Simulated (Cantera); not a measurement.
**SiO2 + Al2O3 + H2O (silicates and aluminates)**

Input: 1 mol SiO2, a varied amount of Al2O3, 0.35 mol H2O, equilibrated at 752 °C and 1 atm.

These are equilibrium values from Cantera (NASA tables, ideal gas, pure condensed phases), not measurements of a reactor. Candidate condensed phases: Al, Al2O3, Al2SiO5, Al6Si2O13, H2O, Si, SiO2; 28 gas species. Mutual solubility and eutectic melting of coexisting phases are not modelled. Condensed phases not in the tables: alloys, solid solutions and most ternary compounds. Rates play no part.

From 0.15 mol Al2O3 to 0.94 mol Al2O3 the condensed part is Al2SiO5(andalusite) + SiO2(β-quartz). From 1.3 mol Al2O3 to 2.9 mol Al2O3 the condensed part is Al2O3(s) + Al2SiO5(andalusite).

| n(Al2O3) (mol) | x H2O | x H2 | x O2 | x OH | n Al2SiO5(andalusite) | n SiO2(β-quartz) | n Al2O3(s) |
|---|---|---|---|---|---|---|---|
| 0.15 | 1.000 | 4.04e-7 | 1.98e-7 | 1.82e-8 | 0.150 | 0.850 | 0 |
| 0.55 | 1.000 | 4.04e-7 | 1.98e-7 | 1.82e-8 | 0.550 | 0.450 | 0 |
| 0.94 | 1.000 | 4.04e-7 | 1.98e-7 | 1.82e-8 | 0.940 | 0.0600 | 0 |
| 1.3 | 1.000 | 4.04e-7 | 1.98e-7 | 1.82e-8 | 1.00 | 0 | 0.300 |
| 1.7 | 1.000 | 4.04e-7 | 1.98e-7 | 1.82e-8 | 1.00 | 0 | 0.700 |
| 2.1 | 1.000 | 4.04e-7 | 1.98e-7 | 1.82e-8 | 1.00 | 0 | 1.10 |
| 2.5 | 1.000 | 4.04e-7 | 1.98e-7 | 1.82e-8 | 1.00 | 0 | 1.50 |
| 2.9 | 1.000 | 4.04e-7 | 1.98e-7 | 1.82e-8 | 1.00 | 0 | 1.90 |
x: gas mole fraction; n: condensed amount in mol.
